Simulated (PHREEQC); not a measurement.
Make-up at 20 °C: 0.0015 mol PbCl2, 0.00015 mol NaCl, 0.0012 mol Zn(NO3)2 and 0.0013 mol HF per kg of water. Closed to the air; pH follows from the charge balance.

Computed with PHREEQC (ion-association model, wateq4f.dat).

```json
{
  "pH": "3.18",
  "ionic_strength": "0.00866 mol/kgw",
  "total_alkalinity": "-1.30 meq/kg"
}
```

```tsv
species	molality	activity	log γ
Cl-	0.00304	0.00276	-0.042
NO3-	0.00237	0.00214	-0.043
Pb+2	0.00136	0.000924	-0.167
Zn+2	0.00119	0.000823	-0.159
H+	0.000721	0.000662	-0.037
F-	0.000700	0.000635	-0.043
HF	0.000575	0.000577	0.001
Na+	0.000150	0.000136	-0.041
PbCl+	9.86e-5	8.96e-5	-0.042
PbNO3+	3.23e-5	2.93e-5	-0.042
```

No solid was allowed to form. Saturation is exceeded, for instance for Matlockite; the values hold only as long as no solid forms. Species that the database lacks are ignored.
